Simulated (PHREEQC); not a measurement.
PHREEQC input (ion-association model, phreeqc.dat):

```
SOLUTION_SPECIES
  SO4-2 + 9 H+ + 8 e- = HS- + 4 H2O  # shut off: sulfate is not reduced
    -log_k -100
    -delta_h 0
    -analytic -100
SOLUTION 0
  temp 25
  units mmol/kgw
  pH 7 charge
  Cl 12.61
  Mn(2) 5.9
  Cd 0.4
SOLUTION 1-40
  temp 25
  units mmol/kgw
  pH 7 charge
  S(6) 0.38
  Zn 0.38
  Cl 3.11
  Na 3.1
END
EXCHANGE 1-40
  X 0.019
  -equilibrate 1
END
SELECTED_OUTPUT 1
  -reset false
  -pH true
  -pe true
  -ionic_strength true
  -water true
  -step true
  -totals Cd Cl Mn Na S Zn Mn(2) Mn(3) S(-2) S(6)
  -molalities CdX2 ZnX2 MnX2 NaX
  -saturation_indices Pyrochroite Halite Zn(OH)2(e) Cd(OH)2
PRINT
  -reset false
TRANSPORT
  -cells 40
  -shifts 240
  -lengths 0.025
  -time_step 300
  -dispersivities 0.035
  -boundary_conditions flux flux
  -correct_disp true
  -punch_cells 40
  -punch_frequency 8
END
```

Selected output (columns that matter, 13 of 31 rows; pore volumes added in front):

```
pore volumes	pH	mu	Cd	Cl	Mn	Na	S	Zn	m_CdX2	m_ZnX2	si_Pyrochroite	si_Halite	si_Zn(OH)2(e)	si_Cd(OH)2
0	5.0383	0.004548	0	0.00311	0	0.0031	0.00038	0.00038	0	0.0089031	-1000	-6.6497	-4.9904	-1000
0.4125	5.0383	0.0045513	0	0.0031133	0	0.003102	0.00037987	0.00038049	0	0.0089031	-1000	-6.649	-4.9899	-1000
1.0125	5.0329	0.011637	8.922e-08	0.0085344	7.0445e-06	0.0031734	0.00016302	0.0028314	1.9335e-07	0.0092621	-10.482	-6.2353	-4.1811	-11.016
1.6125	5.0292	0.018116	6.1541e-05	0.012374	0.0013175	0.00030995	9.4306e-06	0.0046575	6.4702e-05	0.008212	-8.2521	-7.1072	-4.0073	-8.2669
2.0125	5.0335	0.018451	0.00013632	0.012589	0.0025349	4.1215e-05	8.5852e-07	0.0035983	0.00015391	0.0068403	-7.9609	-7.9785	-4.1123	-7.9163
2.4125	5.0374	0.018426	0.00020017	0.012608	0.0034603	4.7372e-06	6.5425e-08	0.0026364	0.00024814	0.0055007	-7.8179	-8.9186	-4.2396	-7.7414
3.0125	5.0415	0.018355	0.00027215	0.01261	0.0044102	1.6018e-07	1.1565e-09	0.0016175	0.00037769	0.003775	-7.7039	-10.391	-4.4431	-7.599
3.6125	5.0442	0.018304	0.00032127	0.01261	0.0050097	4.943e-09	1.8335e-11	0.000969	0.00048262	0.0024464	-7.6429	-11.902	-4.66	-7.521
4.0125	5.0454	0.01828	0.00034437	0.01261	0.0052796	4.7217e-10	1.1195e-12	0.00067607	0.00053731	0.0017722	-7.6175	-12.922	-4.8137	-7.4881
4.4125	5.0463	0.018263	0.00036153	0.01261	0.0054751	4.4396e-11	6.7256e-14	0.00046335	0.00058034	0.0012494	-7.5999	-13.949	-4.9759	-7.465
5.0125	5.0472	0.018246	0.00037876	0.01261	0.0056678	1.2534e-12	9.7114e-16	0.0002534	0.00062581	0.00070312	-7.583	-15.499	-5.2361	-7.4428
5.6125	5.0477	0.018235	0.00038883	0.01261	0.0057787	3.4768e-14	1.3821e-17	0.00013246	0.00065347	0.0003738	-7.5735	-17.056	-5.5167	-7.4302
6.0125	5.048	0.018231	0.00039291	0.01261	0.0058232	3.1643e-15	8.076e-19	8.3923e-05	0.00066489	0.00023846	-7.5697	-18.097	-5.7145	-7.4252
```
